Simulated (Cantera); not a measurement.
Cantera run:

```python
import numpy as np
import cantera as ct

gas_names = """
    H HI HO2 H2 H2O H2O2 I I2 Mg MgH MgI MgI2 MgO MgOH MgO2H2 Mg2 O OH O2 O3
""".split()
cond_names = """
    H2O(s) H2O(L) I2(cr) I2(L) Mg(cr) Mg(L) MgI2(s) MgI2(L) MgO(s) MgO(L) MgO2H2(s)
""".split()


# ... load() reads the species with a 1 bar reference pressure and builds the phases ...
atoms = {
    'MgO': {'Mg': 1, 'O': 1},
    'H2O': {'H': 2, 'O': 1},
    'H2': {'H': 2},
    'HI': {'H': 1, 'I': 1},
}
top_T = {}  # K; cautious upper limits of use, not melting points


# ... equilibrate(T, P, feed) seeds the gas with the atoms and calls Mixture.equilibrate('TP', solver="vcs", rtol=1e-11, max_steps=5000) ...
results = []
feed = {'MgO': 1, 'H2O': 1.1, 'H2': 1.8, 'HI': 0.84}  # mol
T = 1598  # K
P = 4800  # Pa
mix = equilibrate(T, P, feed)
results.append((T, P, feed, dict(zip(mix.species_names, mix.species_moles))))
x = sorted(zip(gas.X, gas.species_names), reverse=True)
print(f"T = {T:g} K  P = {P:g} Pa  gas = {mix.phase_moles(0):.4g} mol")
print("   x: " + "  ".join(f"{s} {v:.3e}" for v, s in x if v > 1e-05))
print("   condensed (mol): " + ("  ".join(f"{mix.phase(i).name} {mix.phase_moles(i):.4g}"
      for i in range(1, mix.n_phases) if mix.phase_moles(i) > 1e-12) or "none"))
```

Output:

```
T = 1598 K  P = 4800 Pa  gas = 4.051 mol
   x: H2 5.213e-01  H2O 2.717e-01  I 1.533e-01  HI 5.299e-02  I2 3.469e-04  MgI2 1.887e-04  H 1.754e-04
   condensed (mol): MgO(s) 0.9992
```

Equilibrium computed with Cantera from the NASA thermochemical tables; the gas is ideal and each condensed phase is pure.
